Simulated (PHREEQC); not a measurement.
A made-up water analysis in mg/kgw, 25 °C, pH 2.13, pe 8.4: Na 38; K 178; Ca 131; Mg 28; Cl 12.7; S(6) as SO4 1450; Zn 9.38; Pb 52.2.

Na is adjusted to close the charge balance.
Valence states are taken as typed.

All values are PHREEQC results (ion-association model, phreeqc.dat), not measurements.

Each row changes one thing in this solution. Precipitation was switched off in this run.

```
case                                               ionic strength (mol/kgw)  SO4-2 (mol/kgw)  K+ (mol/kgw)  HSO4- (mol/kgw)  Ca+2 (mol/kgw)  CaSO4 (mol/kgw)  SI of Gypsum (CaSO4:2H2O)  SI of Anglesite (PbSO4)
-------------------------------------------------  ------------------------  ---------------  ------------  ---------------  --------------  ---------------  -------------------------  -----------------------
as made                                                              0.0355          0.00922       0.00441          0.00401         0.00225         0.000958                      -0.68                    +1.18
temperature from 25 to 15 °C at the same typed pH                    0.0368          0.00982       0.00443          0.00347             ___         0.000952                      -0.65                    +1.25
Cl from 12.7 to 38.1 mg/kgw                                          0.0362          0.00923       0.00441              ___             ___         0.000952                      -0.69                    +1.18
all concentrations times 3 at the same typed pH                       0.102           0.0271        0.0128          0.00926         0.00570          0.00386                      -0.07                      ___
```

Some entries are withheld; supply them.


- temperature from 25 to 15 °C at the same typed pH, Ca+2 (mol/kgw): 0.00227
- Cl from 12.7 to 38.1 mg/kgw, HSO4- (mol/kgw): 0.00400
- Cl from 12.7 to 38.1 mg/kgw, Ca+2 (mol/kgw): 0.00226
- all concentrations times 3 at the same typed pH, SI of Anglesite (PbSO4): +1.71

Some of these states are supersaturated (in Anglesite, for instance).
